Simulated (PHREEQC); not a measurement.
Make-up at 66 °C: 98 mmol/kgw Fe(NO3)3. Closed to the air; pH follows from the charge balance.

Computed with PHREEQC (ion-association model, wateq4f.dat).

This is a speciation only: nothing precipitates in the calculation.

Q: What pH, activity of water, ionic strength does the model give?

A: pH 1.37; activity of water 0.993; ionic strength 0.547 mol/kgw.

Q: In which forms is Fe present?

A: Fe+3 42 %, Fe2(OH)2+4 36 %, FeOH+2 21 %, Fe3(OH)4+5 0.9 % of the Fe.

Examples of supersaturated solids here: Hematite (slow to form), Goethite (slow to form). Others may be too. Away from 25 °C the constants follow the database's enthalpies or fits; those with neither stay at their 25 °C values.
